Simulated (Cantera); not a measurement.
# Ignition delay

Mixture: 8.05 % CH4, 16.1 % O2, 60.5 % N2, 15.3 % CO2, equivalence ratio 1.0, at 2500000 Pa, adiabatic and at constant volume. Ignition delay is the time to a rise of 400 K.

Computed with Cantera and GRI-Mech 3.0 (53 species, 325 reactions). The pressure lies above the range GRI-Mech 3.0 was tuned for (to about 10 atm).

```
T0 (K)  delay (ms)
------  ----------
1300         0.647
1375         0.306
1450         0.152
1525        0.0785
1600        0.0418
1675        0.0229
1750        0.0130
1825       0.00762
```

```json
{
  "apparent activation energy between 1675 and 1825 K": "190 kJ/mol"
}
```
